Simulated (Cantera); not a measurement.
Cantera run:

```python
import numpy as np
import cantera as ct

gas_names = """
    H HNO HNO2 HNO3 HO2 H2 H2O H2O2 N NH NH2 NH3 NH2OH NO NO2 NO3 N2 N2H2 N2H4 N2O O OH O2 O3 V VN VO
    VO2
""".split()
cond_names = """
    H2O(s) H2O(L) V(cr) V(L) VN(s) VO(s) VO(L) V2O3(s) V2O3(L) V2O4(I) V2O4(II) V2O4(L) V2O5(s) V2O5(L)
""".split()


# ... load() reads the species with a 1 bar reference pressure and builds the phases ...
atoms = {
    'V2O3': {'V': 2, 'O': 3},
    'H2': {'H': 2},
    'N2': {'N': 2},
}
top_T = {'VN(s)': 2300}  # K; cautious upper limits of use, not melting points


# ... equilibrate(T, P, feed) seeds the gas with the atoms and calls Mixture.equilibrate('TP', solver="vcs", rtol=1e-11, max_steps=5000) ...
results = []
feed = {'V2O3': 1, 'H2': 66, 'N2': 20}  # mol
P = 10000  # Pa
for T in [1100, 1150, 1200, 1250, 1300, 1350, 1400, 1450, 1500, 1550, 1600, 1650, 1700]:
    mix = equilibrate(T, P, feed)
    results.append((T, P, feed, dict(zip(mix.species_names, mix.species_moles))))

top = {s: max(r[3][s] / sum(r[3][g] for g in gas_names) for r in results) for s in gas_names}
cols = sorted((s for s in top if top[s] > 0.001), key=lambda s: -top[s])[:8]
seen = [c for c in cond_names if any(r[3].get(c, 0) > 1e-12 for r in results)]
print("log10 of partial pressures in bar; condensed amounts in mol")
print(f"{'T/K':>10s}" + "".join(f"{s[:9]:>10s}" for s in cols + seen))
for T, P, feed, n in results:
    ng = sum(n[g] for g in gas_names)
    print(f"{T:10.4g}" + "".join(f"{np.log10(max(n[s] / ng * P / 1e5, 1e-99)):10.3f}" for s in cols)
          + "".join(f"{n.get(c, 0):10.4g}" for c in seen))
```

Output:

```
log10 of partial pressures in bar; condensed amounts in mol
       T/K        H2        N2       H2O     VN(s)     VO(s)   V2O3(s)
      1100    -1.116    -1.634    -3.725    0.1079         0     0.946
      1150    -1.116    -1.634    -3.706    0.1129         0    0.9436
      1200    -1.116    -1.634    -3.689    0.1174         0    0.9413
      1250    -1.116    -1.634    -3.674    0.1215         0    0.9393
      1300    -1.116    -1.635    -3.661    0.1252         0    0.9374
      1350    -1.116    -1.635    -3.649    0.1285         0    0.9358
      1400    -1.116    -1.635    -3.639    0.1315         0    0.9343
      1450    -1.116    -1.635    -3.630    0.1341         0    0.9329
      1500    -1.117    -1.633    -3.554         0    0.4801      0.76
      1550    -1.117    -1.633    -3.438         0    0.6275    0.6863
      1600    -1.118    -1.634    -3.329         0    0.8062    0.5969
      1650    -1.118    -1.634    -3.227         0      1.02    0.4901
      1700    -1.119    -1.634    -3.131         0     1.271    0.3642
```

Cantera equilibrium calculation (NASA polynomials, part measured and part estimated; ideal gas, pure solids and liquids). Mutual solubility and eutectic melting of coexisting phases are not modelled. VN, VO: taken at fixed stoichiometry. Condensed phases not in the tables: the oxides between V2O3 and V2O5 other than VO2, solid solutions among these carbides, nitrides and lower oxides, V2N.
